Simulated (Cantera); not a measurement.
Input: 1 mol toluene, 1.4 mol CO2, held at 1925 K and 130 Pa.

Equilibrium computed with Cantera from the NASA thermochemical tables; the gas is ideal and each condensed phase is pure. Candidate condensed phases: C, C6H6, C7H8, C8H18, H2O; 110 gas species. Kinetics and transport are ignored.

Base state: H2 0.572, CO 0.408, H 0.0201, C2H2 (acetylene) 0.000262 (mole fractions); condensed: C(graphite).

**Question.** What changes in the equilibrium state with this change: temperature from 1925 K to 1150 K?

**Answer.** 
| species | before | after |
|---|---|---|
| H2 | 0.572 | 0.588 |
| CO | 0.408 | 0.412 |
| H2O | 4.85e-8 | 1.48e-5 |
| H | 0.0201 | 1.59e-6 |
| C2H2 (acetylene) | 0.000262 | 2.28e-8 |
| CH4 | 2.22e-7 | 1.05e-5 |
| C(graphite), mol | 5.60 | 5.60 |

**Question.** What changes in the equilibrium state with this change: CO2 from 1.4 to 0.075 mol?

**Answer.** 
```json
[
 {"species": "H2", "before": "0.572", "after": "0.938"},
 {"species": "CO", "before": "0.408", "after": "0.0357"},
 {"species": "H", "before": "0.0201", "after": "0.0257"},
 {"species": "C2H2 (acetylene)", "before": "0.000262", "after": "0.000430"},
 {"species": "C(graphite), mol", "before": "5.60", "after": "6.92"}
]
```
